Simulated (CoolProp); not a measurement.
R22 at several states: density (kg/m³) from the reference equation and from simpler models built on Tc = 369.3 K, pc = 49.90 bar, ω = 0.221; each cubic takes its own stable root.

The numbers come from the reference Helmholtz-energy equation of state, Kamei 1995 in CoolProp.

```csv
T (K),p (bar),phase,reference,Redlich-Kwong,Peng-Robinson
326.9,68.3,liquid,…,951.3,…
388.1,58.5,supercritical,311.4,…,…
437.6,2.18,gas,5.224,5.228,5.231
```

### Question
Fill in the missing entries.

### Answer

- 326.9, reference: 1111
- 326.9, Peng-Robinson: 1107
- 388.1, Redlich-Kwong: 317.6
- 388.1, Peng-Robinson: 315.5
